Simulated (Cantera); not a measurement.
**Ignition delay**

Mixture: 3.93 % CH₄, 1.77 % H₂, 17.5 % O₂, 65.7 % N₂, 8.65 % CO₂, 2.48 % H₂O, equivalence ratio 0.50, at 5.00 bar, adiabatic and at constant volume. Ignition delay is the time to a rise of 400 K.

Detailed kinetics in Cantera: GRI-Mech 3.0 (53 species, 325 reactions). Below about 1000 K GRI-Mech 3.0 lacks low-temperature oxidation paths. Below about 950 K walls govern HO2 and H2O2 in real vessels.

```
T0 (K)  delay (ms)
------  ----------
873            830
973           52.4
1073          5.01
1173         0.993
1273         0.362
1373         0.166
1473        0.0830
1573        0.0445
1673        0.0253
1773        0.0152
```

```yaml
apparent activation energy between 1573 and 1773 K: 120 kJ/mol
```
